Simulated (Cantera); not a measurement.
An adiabatic, constant-pressure homogeneous reactor starts with 15.9 % H2, 17.6 % O2, 66.5 % N2, at 1723 K and 5.00 bar.

Detailed kinetics in Cantera: the H2/O2 subset of GRI-Mech 3.0, which has no nitrogen chemistry. The hydrogen kinetics of GRI-Mech 3.0 are dated; newer H2 mechanisms differ, most at raised pressure.

Task: Predict: time of steepest temperature rise; temperature at 4.00 s; equilibrium temperature; x(H2) at 4.00 s; x(O2) at 4.00 s; x(H2O) at 4.00 s; x(OH) at 4.00 s; x(H2O2) at 4.00 s; x(O) at 4.00 s; x(H) at 4.00 s.

Result: 
- time of steepest temperature rise: 1.61 µs
- temperature at 4.00 s: 2687 K
- equilibrium temperature: 2687 K
- x(H2) at 4.00 s: 0.00313 (gas-phase equilibrium 0.00313)
- x(O2) at 4.00 s: 0.0995 (gas-phase equilibrium 0.0995)
- x(H2O) at 4.00 s: 0.159 (gas-phase equilibrium 0.159)
- x(OH) at 4.00 s: 0.0174 (gas-phase equilibrium 0.0174)
- x(H2O2) at 4.00 s: 1.15e-6 (gas-phase equilibrium 1.15e-6)
- x(O) at 4.00 s: 0.00485 (gas-phase equilibrium 0.00485)
- x(H) at 4.00 s: 0.00136 (gas-phase equilibrium 0.00136)
